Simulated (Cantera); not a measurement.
A freely propagating, adiabatic, planar premixed flame of CH4 : CO : O2 : N2 = 1 : 0.14 : 2.2 : 9.25 (molar parts), equivalence ratio 0.94, unburnt at 650 K and 1.00 bar; mixture-averaged transport, grid criteria slope 0.08 and curve 0.16, no radiation.

Computed with Cantera and GRI-Mech 3.0 (53 species, 325 reactions). Burning velocities carry a grid error of a few per cent, more on coarse grids.

x: mole fraction of selected species; z is measured from the peak of heat release.

```tsv
z (mm)	T (K)	u (m/s)	x CH4	x CO	x O2	x NO	x C2H	x OH
-1.07	650	1.32	0.0794	0.0111	0.175	<1e-8	<1e-8	<1e-8
-0.716	651	1.32	0.0791	0.0111	0.174	<1e-8	<1e-8	<1e-8
-0.537	656	1.34	0.0786	0.0112	0.174	1.04e-8	<1e-8	1.99e-8
-0.358	693	1.42	0.0759	0.0120	0.171	…	<1e-8	…
-0.179	981	2.03	0.0575	0.0206	0.148	1.11e-6	<1e-8	4.17e-5
-0.0894	1344	2.80	0.0332	0.0346	0.113	2.99e-6	<1e-8	0.000359
0	1713	3.60	0.00847	0.0497	0.0695	6.68e-6	1.14e-7	0.00238
0.0894	1871	3.93	0.000666	0.0479	0.0429	1.16e-5	7.94e-8	0.00628
0.179	1918	4.01	2.67e-5	0.0391	0.0333	1.50e-5	<1e-8	0.00827
0.358	1971	4.10	…	…	…	…	<1e-8	0.00906
0.716	2039	4.22	<1e-8	0.0233	0.0247	2.57e-5	<1e-8	0.00900
1.43	2117	4.36	<1e-8	0.0198	0.0220	3.68e-5	<1e-8	0.00831
2.86	2191	4.49	<1e-8	0.0159	0.0191	5.63e-5	<1e-8	0.00719
```

Complete the blanks.


- -0.358, x NO: 9.01e-8
- -0.358, x OH: 9.64e-7
- 0.358, x CH4: 6.27e-8
- 0.358, x CO: 0.0291
- 0.358, x O2: 0.0279
- 0.358, x NO: 1.93e-5
